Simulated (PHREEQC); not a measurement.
Consider water at 25 °C with 0.99 mmol/kgw HNO3 and 1.4 mmol/kgw FeCl3. Closed to the air; pH follows from the charge balance.

Model: ion-association model, phreeqc.dat, run in PHREEQC.

No solid was allowed to form.

Task: Order these Fe species by the share of Fe that they hold, largest first: FeOH+2, Fe2(OH)2+4, Fe+3, Fe(OH)2+, FeCl+2.

Result: FeOH+2 (59 %), Fe+3 (26 %), Fe(OH)2+ (7.7 %), Fe2(OH)2+4 (5.4 %), FeCl+2 (2.0 %)

The pH is 2.71 and the ionic strength 0.00734 mol/kgw. The solution is supersaturated, for example in Hematite (slow to form), Goethite (slow to form), so a real one may precipitate; this is no full list.
